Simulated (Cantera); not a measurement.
Input: 1 mol Al(CH3)3, 22 mol NH3, 620 mol N2, equilibrated at 2125 K.

Cantera equilibrium calculation (NASA polynomials, part measured and part estimated; ideal gas, pure solids and liquids). Candidate condensed phases: Al, AlN, C, C6H6, C7H8, C8H18; 97 gas species. The feed counts by its element totals alone. Rates play no part.

Problem. Which condensed phases are stable at each of these points (P (Pa)): 10, 37, 140, 520, 1900, 7200, 27000, 100000?

Solution. 
```
P (Pa)  condensed phases  Al condensed (%)
------  ----------------  ----------------
10           C(graphite)               0.0
37              gas only               0.0
140             gas only               0.0
520             gas only               0.0
1900            gas only               0.0
7200            gas only               0.0
27000             AlN(s)               3.7
100000            AlN(s)              86.2
```

At 10.0 Pa the condensed part is C(graphite). From 37.0 Pa to 72.0 mbar nothing is condensed. From 0.270 bar to 1.00 bar the condensed part is AlN(s).
